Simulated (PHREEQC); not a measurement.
## Metal-bearing waste water

Solution (80 °C): 0.021 mol/kgw MnSO4, 0.016 mol/kgw ZnCl2 and 0.00029 mol/kgw NaCl. Closed to the air; pH follows from the charge balance.

All values are PHREEQC results (ion-association model, phreeqc.dat), not measurements.

Each row changes one thing in this solution. This is a speciation only: nothing precipitates in the calculation.

```json
[
 {"case": "as made", "pH": "5.11", "ionic strength (mol/kgw)": "0.0810", "Cl- (mol/kgw)": "0.0294", "Zn+2 (mol/kgw)": "0.00966", "ZnCl+ (mol/kgw)": "0.00215", "ZnCl2 (mol/kgw)": "4.55e-5", "SI of Halite (NaCl)": "-6.91"},
 {"case": "ZnCl2 from 0.016 to 0.0032 mol/kgw", "pH": "5.44", "ionic strength (mol/kgw)": "0.0509", "Cl- (mol/kgw)": "0.00645", "Zn+2 (mol/kgw)": "0.00187", "ZnCl+ (mol/kgw)": "0.000106", "ZnCl2 (mol/kgw)": "5.42e-7", "SI of Halite (NaCl)": "-7.54"},
 {"case": "MnSO4 left out", "pH": "4.83", "ionic strength (mol/kgw)": "0.0413", "Cl- (mol/kgw)": "0.0287", "Zn+2 (mol/kgw)": "0.0125", "ZnCl+ (mol/kgw)": "0.00338", "ZnCl2 (mol/kgw)": "7.96e-5", "SI of Halite (NaCl)": "-6.87"},
 {"case": "NaCl from 0.00029 to 2.9e-05 mol/kgw", "pH": "5.11", "ionic strength (mol/kgw)": "0.0807", "Cl- (mol/kgw)": "0.0292", "Zn+2 (mol/kgw)": "0.00966", "ZnCl+ (mol/kgw)": "0.00214", "ZnCl2 (mol/kgw)": "4.48e-5", "SI of Halite (NaCl)": "-7.92"},
 {"case": "ZnCl2 from 0.016 to 0.0016 mol/kgw", "pH": "5.56", "ionic strength (mol/kgw)": "0.0472", "Cl- (mol/kgw)": "0.00339", "Zn+2 (mol/kgw)": "0.000924", "ZnCl+ (mol/kgw)": "2.83e-5", "ZnCl2 (mol/kgw)": "7.68e-8", "SI of Halite (NaCl)": "-7.82"},
 {"case": "ZnCl2 from 0.016 to 0.032 mol/kgw", "pH": "4.97", "ionic strength (mol/kgw)": "0.116", "Cl- (mol/kgw)": "0.0556", "Zn+2 (mol/kgw)": "0.0188", "ZnCl+ (mol/kgw)": "0.00697", "ZnCl2 (mol/kgw)": "0.000257", "SI of Halite (NaCl)": "-6.67"}
]
```

Complexes and solids missing from the database can't appear. Away from 25 °C the constants follow the database's enthalpies or fits; those with neither stay at their 25 °C values.
